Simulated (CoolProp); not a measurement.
Computed with CoolProp (reference Helmholtz-energy equation of state, Gao 2020).

Task: Give the vapour pressure (MPa), liquid cp (kJ/(kg K)), vapour Z, liquid conductivity (mW/(m K)) of saturated ammonia at 90.45, 119.25 °C.

Result: 
```tsv
T (°C)	p (MPa)	liquid cp (kJ/(kg K))	vapour Z	liquid conductivity (mW/(m K))
90.45	5.16	6.27	0.661	310
119.25	8.99	11.6	0.482	233
```

Thermal conductivity comes from a separate model (Tufeu 1984).
